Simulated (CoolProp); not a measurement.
Properties of trans-2-butene along the isobar 101 kPa.

The numbers come from the reference Helmholtz-energy equation of state, Lemmon 2005 in CoolProp. It is a short technical equation, of lower accuracy than the large ones.

```tsv
T (K)	phase	density (kg/m³)	isothermal compressibility (1/MPa)
213.4	liquid	690.9	0.001087
221.4	liquid	682.7	0.001175
229.5	liquid	674.3	0.001274
237.6	liquid	665.9	0.001384
245.6	liquid	657.4	0.001505
253.7	liquid	648.8	0.001644
261.8	liquid	640.0	0.001801
269.9	liquid	631.1	0.001980
277.9	gas	2.555	10.33
286	gas	2.472	10.28
294.1	gas	2.395	[?]
302.1	gas	2.324	[?]
310.2	gas	[?]	10.18
318.3	gas	2.194	10.15
326.3	gas	2.136	10.13
```

### Question
What belongs in the gaps?

### Answer

- 294.1, isothermal compressibility (1/MPa): 10.24
- 302.1, isothermal compressibility (1/MPa): 10.21
- 310.2, density (kg/m³): 2.257
